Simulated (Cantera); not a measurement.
Input: 1 mol Si, 0.59 mol N2O, 340 mol N2, at 1.00 bar.

Method: chemical equilibrium by Gibbs-energy minimisation in Cantera with the NASA 1993 tables (ideal gas, pure condensed phases). Candidate condensed phases: Si, SiO2, Si2N2O, Si3N4; 16 gas species. The tables' values for SiN are old estimates; treat these amounts as uncertain. The numbers say what is thermodynamically allowed, not how fast it happens.

log p: log10 of the partial pressure in bar; n: condensed amount in mol.

```tsv
T (K)	log p N2	log p SiO	log p Si	log p Si2N	log p SiN	log p Si2	log p Si3	n Si3N4(s)	n Si(l)
1998	0.00	-2.76	-4.90	-5.89	-5.48	-7.42	-8.62	0.135	0
2023	0.00	-2.76	-4.68	-5.62	-5.29	-7.08	-8.19	0.133	0
2048	0.00	-2.76	-4.47	-5.34	-5.10	-6.75	-7.77	0.131	0
2073	0.00	-2.76	-4.26	-5.08	-4.91	-6.42	-7.36	0.127	0
2098	0.00	-2.76	?	?	-4.73	?	?	0.121	0
2123	0.00	-2.76	?	?	-4.56	?	?	?	0
2148	0.00	-2.76	-3.66	-4.32	-4.39	-5.50	-6.20	0	0.286
2173	0.00	-2.76	-3.55	-4.25	-4.30	-5.37	-6.07	0	0.254
2198	0.00	-2.76	-3.44	-4.17	-4.21	-5.24	-5.95	0	0.214
2223	0.00	-2.76	-3.34	-4.09	-4.13	-5.11	-5.83	0	0.166
```

Task: Some entries are withheld; supply them.

Result: 
- 2123, log p Si: -3.85
- 2123, log p Si2N: -4.57
- 2123, log p Si2: -5.80
- 2123, log p Si3: -6.58
- 2123, n Si3N4(s): 0.111
- 2098, log p Si: -4.05
- 2098, log p Si2N: -4.82
- 2098, log p Si2: -6.11
- 2098, log p Si3: -6.96
